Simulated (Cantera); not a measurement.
A closed system holds: 1 mol SiCl4, 5.9 mol H2, at 1727 °C and 0.100 bar.

These are equilibrium values from Cantera (NASA tables, ideal gas, pure condensed phases), not measurements of a reactor. Candidate condensed phases: Si; 19 gas species. The tables' values for SiCl3, SiCl are old estimates; treat these amounts as uncertain. Gases not in the tables: Si2H6 and higher silanes. The numbers say what is thermodynamically allowed, not how fast it happens.

Base state: H2 0.619, HCl 0.250, SiCl2 0.122, H 0.00404, SiCl3 0.00282, Cl 0.00122, SiCl 0.000659, Si 0.000221 (mole fractions); condensed: gas only.

Problem. What changes in the equilibrium state with this change: pressure from 0.100 bar to 0.0133 bar?

Solution. 
```csv
species,before,after
H2,0.619,0.609
HCl,0.250,0.252
SiCl2,0.122,0.121
H,0.00404,0.0110
Cl,0.00122,0.00338
SiH2Cl2,1.35e-5,1.75e-6
SiHCl3,7.24e-5,9.60e-6
SiCl4,7.49e-5,1.02e-5
```
The tables' values for SiCl, SiCl3 are old estimates; treat these amounts as uncertain.

Problem. What changes in the equilibrium state with this change: H2 from 5.9 to 1600 mol?

Solution. 
```json
[
 {"species": "H2", "before": "0.619", "after": "0.992"},
 {"species": "H", "before": "0.00404", "after": "0.00512"},
 {"species": "HCl", "before": "0.250", "after": "0.00244"},
 {"species": "SiCl2", "before": "0.122", "after": "1.34e-5"},
 {"species": "Si", "before": "0.000221", "after": "0.000405"},
 {"species": "SiCl3", "before": "0.00282", "after": "2.39e-9"},
 {"species": "SiCl4", "before": "7.49e-5", "after": "<1e-9"}
]
```
